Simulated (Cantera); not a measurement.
Input: 1 mol SiHCl3, 0.02 mol CH4, 14 mol H2, 0.028 mol C2H4, held at 1.33 mbar.

These are equilibrium values from Cantera (NASA tables, ideal gas, pure condensed phases), not measurements of a reactor. Candidate condensed phases: C, C6H6, C7H8, C8H18, Si, SiC; 109 gas species. Mutual solubility and eutectic melting of coexisting phases are not modelled. Gases not in the tables: Si2H6 and higher silanes. The numbers say what is thermodynamically allowed, not how fast it happens.

### Question
What share of the Si ends up in condensed phases as a function of T (K), at 1125, 1225, 1325, 1425, 1525, 1625, 1725, 1825, 1925, 2025, 2125, 2225?

### Answer
```tsv
T (K)	Si condensed (%)	as
1125	42.6	Si(s) + SiC(s)
1225	40.5	Si(s) + SiC(s)
1325	37.8	Si(s) + SiC(s)
1425	35.5	Si(s) + SiC(s)
1525	33.5	Si(s) + SiC(s)
1625	31.5	Si(s) + SiC(s)
1725	30.6	Si(l) + SiC(s)
1825	29.0	Si(l) + SiC(s)
1925	13.5	Si(l) + SiC(s)
2025	6.2	SiC(s)
2125	3.5	SiC(s)
2225	0.0	-
```
